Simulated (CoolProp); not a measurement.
Ammonia along the isobar 3.31 bar: Z from the reference equation and from simpler models built on Tc = 405.6 K, pc = 113.6 bar, ω = 0.256; each cubic takes its own stable root.

Values from CoolProp's reference Helmholtz-energy equation of state, Gao 2020.

```tsv
T (K)	phase	reference	van der Waals	Redlich-Kwong	Soave-Redlich-Kwong	Peng-Robinson
261	liquid	0.003967	0.9754	0.9654	0.005000	0.004424
273.4	gas	0.9484	0.9779	0.9696	0.9661	0.9647
285.9	gas	0.9577	0.9801	0.9731	0.9703	0.9688
298.4	gas	0.9648	0.9819	0.9762	0.9738	0.9724
310.8	gas	0.9703	0.9836	0.9787	0.9768	0.9754
323.3	gas	0.9746	0.9850	0.9809	0.9794	0.9780
335.8	gas	0.9781	0.9863	0.9829	0.9817	0.9803
348.2	gas	0.9809	0.9874	0.9845	0.9836	0.9823
360.7	gas	0.9833	0.9884	0.9860	0.9853	0.9841
373.2	gas	0.9853	0.9893	0.9873	0.9869	0.9856
385.6	gas	0.9869	0.9902	0.9884	0.9882	0.9870
398.1	gas	0.9884	0.9909	0.9895	0.9894	0.9882
410.6	gas	0.9896	0.9915	0.9904	0.9904	0.9893
423	gas	0.9907	0.9921	0.9912	0.9914	0.9903
435.5	gas	0.9916	0.9927	0.9919	0.9922	0.9912
```

At some of these states van der Waals, Redlich-Kwong gives the other phase, because its saturation line lies elsewhere.
